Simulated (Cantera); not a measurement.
Charge: 1 mol Si₃N₄, 0.031 mol H₂O, 29 mol H₂, equilibrated at 1625 °C and 0.0133 bar.

Equilibrium computed with Cantera from the NASA thermochemical tables; the gas is ideal and each condensed phase is pure. Candidate condensed phases: H₂O, Si, SiO₂, Si₂N₂O, Si₃N₄; 35 gas species. Gases not in the tables: Si₂H₆ and higher silanes. Kinetics and transport are ignored.

Base state: H₂ 0.927, N₂ 0.0641, H 0.00653, SiO 0.000994, Si 0.000923, SiH 8.95e-5, SiH₂ 5.34e-5, Si₂N 1.32e-5 (mole fractions); condensed: Si(l).

**Question.** What changes in the equilibrium state with this change: temperature from 1625 °C to 1652 °C?

**Answer.** 
| species | before | after |
|---|---|---|
| H₂ | 0.927 | 0.925 |
| N₂ | 0.0641 | 0.0640 |
| H | 0.00653 | 0.00797 |
| Si | 0.000923 | 0.00131 |
| Si₂ | 7.38e-6 | 1.12e-5 |
| SiH | 8.95e-5 | 0.000118 |
| SiN | 9.08e-6 | 1.20e-5 |
| Si(l), mol | 2.93 | 2.92 |
The tables' values for SiN are old estimates; treat these amounts as uncertain.

**Question.** What changes in the equilibrium state with this change: temperature from 1625 °C to 1877 °C?

**Answer.** 
| species | before | after |
|---|---|---|
| H₂ | 0.927 | 0.884 |
| N₂ | 0.0641 | 0.0620 |
| H | 0.00653 | 0.0343 |
| Si | 0.000923 | 0.0168 |
| Si₂ | 7.38e-6 | 0.000244 |
| Si₃ | 1.67e-6 | 4.87e-5 |
| Si(l), mol | 2.93 | 2.36 |
The tables' values for SiN are old estimates; treat these amounts as uncertain.

**Question.** What changes in the equilibrium state with this change: temperature from 1625 °C to 652 °C?

**Answer.** 
```json
[
 {"species": "H₂", "before": "0.927", "after": "1.000"},
 {"species": "N₂", "before": "0.0641", "after": "0.000356"},
 {"species": "H", "before": "0.00653", "after": "2.25e-9"},
 {"species": "SiO", "before": "0.000994", "after": "<1e-9"},
 {"species": "Si", "before": "0.000923", "after": "<1e-9"},
 {"species": "SiH", "before": "8.95e-5", "after": "<1e-9"},
 {"species": "SiH₂", "before": "5.34e-5", "after": "<1e-9"},
 {"species": "Si₂N", "before": "1.32e-5", "after": "<1e-9"},
 {"species": "Si(l), mol", "before": "2.93", "after": "0"},
 {"species": "Si₂N₂O(s), mol", "before": "0", "after": "0.0310"},
 {"species": "Si₃N₄(s), mol", "before": "0", "after": "0.979"}
]
```
